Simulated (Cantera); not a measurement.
Feed: 1 mol Si, 3 mol HCl, 17 mol H₂, at 0.890 bar.

Method: chemical equilibrium by Gibbs-energy minimisation in Cantera with the NASA 1993 tables (ideal gas, pure condensed phases). Candidate condensed phases: Si; 19 gas species. The tables' values for SiCl₃ are old estimates; treat these amounts as uncertain. Equilibrium is a limit: real reactors are often held back by kinetics, nucleation or transport. All values below are at 1223 K.

Base state: H₂ 0.929, HCl 0.0353, SiCl₄ 0.0159, SiHCl₃ 0.0129, SiCl₂ 0.00327, SiCl₃ 0.00255, SiH₂Cl₂ 0.00140, SiH₃Cl 4.16e-5 (mole fractions); condensed: Si(s).

Problem. What changes in the equilibrium state with this change: Si replaced by SiCl₄?

Solution. 
```tsv
species	before	after
H₂	0.929	0.801
HCl	0.0353	0.152
SiCl₄	0.0159	0.0393
SiHCl₃	0.0129	0.00641
SiH₃Cl	4.16e-5	8.35e-7
SiH₂Cl₂	0.00140	0.000139
SiCl₂	0.00327	0.000378
SiCl₃	0.00255	0.00137
Si(s), mol	0.300	0
```
